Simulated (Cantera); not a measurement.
Standard-state values (1 bar) from the NASA 1993 polynomials, evaluated with Cantera. Values are per mole of reaction as written; species without (g) are pure solids or liquids, kept so even where they would boil at 1 bar.

12 NbO2 + N2(g) + 6 OH(g) → 2 NH3(g) + 6 Nb2O5, with ΔH° = -2185.8 kJ and ΔS° = -738.4 J/K at 300 K.

**Question.** How far is the shortcut ΔG° ≈ ΔH°(300 K) − T·ΔS°(300 K) from the full temperature-dependent value at 873, 898, 923, 948, 973, 998, 1023, 1048 K?

**Answer.** 
```tsv
T (K)	shortcut (kJ)	full (kJ)	difference (kJ)	difference in log10 K
873	-1541.2	-1532.2	-9.0	0.54
898	-1522.7	-1513.0	-9.7	0.56
923	-1504.3	-1493.8	-10.4	0.59
948	-1485.8	-1474.6	-11.2	0.62
973	-1467.3	-1455.3	-12.1	0.65
998	-1448.9	-1435.9	-13.0	0.68
1023	-1430.4	-1416.4	-14.0	0.71
1048	-1412.0	-1396.9	-15.0	0.75
```
The shortcut ignores the heat-capacity change of the reaction.
